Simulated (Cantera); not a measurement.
What does this Cantera script print?

```python
import numpy as np
import cantera as ct

gas = ct.Solution("gri30.yaml")


def delay(T, t_max=10):
    gas.TPX = T, 1000000, {'CO': 1, 'H2': 0.35, 'CH4': 0.046, 'O2': 0.983, 'N2': 3.7}
    reactor = ct.IdealGasConstPressureReactor(gas, clone=False)
    net = ct.ReactorNet([reactor])
    net.rtol, net.atol = 1e-8, 1e-16
    while net.time < t_max:
        t_old, T_old = net.time, reactor.T
        net.step()
        if reactor.T > T + 400:  # ignition: a rise of 400 K
            return t_old + (T + 400 - T_old) / (reactor.T - T_old) * (net.time - t_old)
    return np.nan


taus = []
for T in [1150, 1225, 1300, 1375, 1450, 1525]:
    taus.append(delay(T))
    print(f"T0 = {T:6g} K   tau = {taus[-1]:.4e} s")
```

Result:

```
T0 =   1150 K   tau = 1.3730e-04 s
T0 =   1225 K   tau = 3.2301e-05 s
T0 =   1300 K   tau = 1.1961e-05 s
T0 =   1375 K   tau = 6.4221e-06 s
T0 =   1450 K   tau = 4.2358e-06 s
T0 =   1525 K   tau = 3.1426e-06 s
```

Cantera simulation using GRI-Mech 3.0 (53 species, 325 reactions); the numbers are that mechanism's predictions, not measurements.
